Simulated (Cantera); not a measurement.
Feed: 1 mol CsCl, 6.6 mol H2, at 552 °C and 0.610 bar.

Equilibrium computed with Cantera from the NASA thermochemical tables; the gas is ideal and each condensed phase is pure. Candidate condensed phases: Cs, CsCl; 9 gas species. Equilibrium is a limit: real reactors are often held back by kinetics, nucleation or transport.

Base state: H2 1.000, CsCl 1.21e-5 (mole fractions); condensed: CsCl(s).

What changes in the equilibrium state with this change: CsCl replaced by MgF2?


| species | before | after |
|---|---|---|
| H2 | 1.000 | 1.00 |
| CsCl | 1.21e-5 | 0 |
| CsCl(s), mol | 1.000 | 0 |
| MgF2(s), mol | 0 | 1.00 |
Further candidate phases: Mg, MgF2.
